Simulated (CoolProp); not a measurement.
A single-stage vapour-compression cycle with R124: evaporating at 241.15 K (dew point), condensing at 289.15 K (bubble point), superheat 0 K, subcooling 0 K, compressor efficiency 0.65, no pressure losses. Each further row changes one setting.

Computed with CoolProp (reference Helmholtz-energy equation of state, de Vries 1995).

```json
[
 {"case": "as stated", "cooling COP": "2.65", "pressure ratio": "7.12", "discharge temperature (K)": "312.6", "refrigerating effect (kJ/kg)": "124", "volumetric capacity (kJ/m³)": "346"},
 {"case": "evaporating temperature 246.15 K", "cooling COP": "3.09", "pressure ratio": "5.57", "discharge temperature (K)": "309.2", "refrigerating effect (kJ/kg)": "126", "volumetric capacity (kJ/m³)": "447"},
 {"case": "condensing temperature 284.15 K", "cooling COP": "3.05", "pressure ratio": "6.02", "discharge temperature (K)": "306.3", "refrigerating effect (kJ/kg)": "129", "volumetric capacity (kJ/m³)": "362"},
 {"case": "subcooling 5 K", "cooling COP": "2.77", "pressure ratio": "7.12", "discharge temperature (K)": "312.6", "refrigerating effect (kJ/kg)": "129", "volumetric capacity (kJ/m³)": "362"},
 {"case": "superheat 10 K", "cooling COP": "2.67", "pressure ratio": "7.12", "discharge temperature (K)": "323.7", "refrigerating effect (kJ/kg)": "130", "volumetric capacity (kJ/m³)": "349"},
 {"case": "compressor efficiency 0.55", "cooling COP": "2.24", "pressure ratio": "7.12", "discharge temperature (K)": "323.3", "refrigerating effect (kJ/kg)": "124", "volumetric capacity (kJ/m³)": "346"}
]
```
